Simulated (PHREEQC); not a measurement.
## Brine: an equilibrium model

Dissolve 4.6 mol NaBr and 9.6e-05 mol H4SiO4 per kg of water at 25 °C. Closed to the air; pH follows from the charge balance.

All values are PHREEQC results (Pitzer model, pitzer.dat), not measurements.

Each row changes one thing in this solution. Precipitation was switched off in this run.

| case | pH | ionic strength (mol/kgw) | H3SiO4- (mol/kgw) | SI of SiO2(a) (SiO2) |
|---|---|---|---|---|
| as made | 6.08 | 4.60 | 1.32e-7 | -0.95 |
| diluted 2-fold with water | 6.53 | 2.30 | 9.60e-8 | -1.47 |
| diluted 5-fold with water | 6.80 | ___ | 4.39e-8 | -1.98 |
| temperature from 25 to 20 °C | 6.13 | 4.60 | 1.22e-7 | -0.90 |
| NaBr left out | ___ | 1.56e-7 | 9.08e-8 | -1.36 |
| H4SiO4 from 9.6e-05 to 8.64e-05 mol/kgw | 6.10 | 4.60 | 1.23e-7 | -1.00 |
| NaBr replaced by NaCl at the same molality | 6.15 | 4.60 | 1.52e-7 | -0.96 |

Q: Some entries are withheld; supply them.

A: 
- diluted 5-fold with water, ionic strength (mol/kgw): 0.920
- NaBr left out, pH: 6.81

Complexes and solids missing from the database can't appear. In brines, pH and single-ion activities rest on the MacInnes convention.
